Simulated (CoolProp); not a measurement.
Vapour-liquid equilibrium of ethylene (1) + isobutane (2) at 203 kPa; x and y are mole fractions of (1).

Values from CoolProp's multi-fluid Helmholtz-energy mixture model, Smukala 2000 and Bücker 2006; pair parameters Bell 2016.

| x | bubble temperature, mixture model (K) | bubble temperature, Raoult's law (K) | y, mixture model | y, Raoult's law |
|---|---|---|---|---|
| 0.05 | 261.2 | 254.4 | 0.512 | 0.643 |
| 0.2 | 225.7 | 220.1 | 0.917 | 0.945 |
| 0.35 | 208.9 | 205.6 | 0.975 | 0.982 |
| 0.5 | 198.8 | 197.1 | 0.991 | 0.992 |
| 0.65 | 192.0 | 191.1 | 0.996 | 0.997 |
| 0.8 | 187.0 | 186.7 | 0.999 | 0.999 |
| 0.95 | 183.3 | 183.2 | 1.000 | 1.000 |

The largest gap from Raoult's law is +6.8 K in bubble temperature, at x = 0.05. No azeotrope shows between x = 0.05 and 0.95.

The pair parameters rest on a limited set of measurements; away from them the model extrapolates.
